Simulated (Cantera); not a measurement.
A perfectly stirred reactor is fed with 40.0 % H2, 36.4 % O2, 23.6 % N2, equivalence ratio 0.55, at 1.00 bar; it is held at 1150 K, and followed from long to short residence time.

Cantera simulation using GRI-Mech 3.0 (53 species, 325 reactions); the numbers are that mechanism's predictions, not measurements. The temperature is held fixed by assumption; the heat of reaction is taken as removed at once.

Task: Predict: x(H2) at τ = 4.20 s; x(O2) at τ = 4.20 s; x(H2O2) at τ = 4.20 s; x(OH) at τ = 4.20 s; x(O) at τ = 4.20 s; x(H2) at τ = 22.0 ms; x(O2) at τ = 22.0 ms; x(H2O2) at τ = 22.0 ms; x(OH) at τ = 22.0 ms; x(O) at τ = 22.0 ms.

Result: 
```
Quantity                   Value
----------------------  --------
x(H2) at τ = 4.20 s      0.00103
x(O2) at τ = 4.20 s        0.205
x(H2O2) at τ = 4.20 s    3.21e-6
x(OH) at τ = 4.20 s      5.77e-6
x(O) at τ = 4.20 s       5.53e-7
x(H2) at τ = 22.0 ms      0.0282
x(O2) at τ = 22.0 ms       0.215
x(H2O2) at τ = 22.0 ms  0.000216
x(OH) at τ = 22.0 ms     3.49e-5
x(O) at τ = 22.0 ms      2.30e-5
```
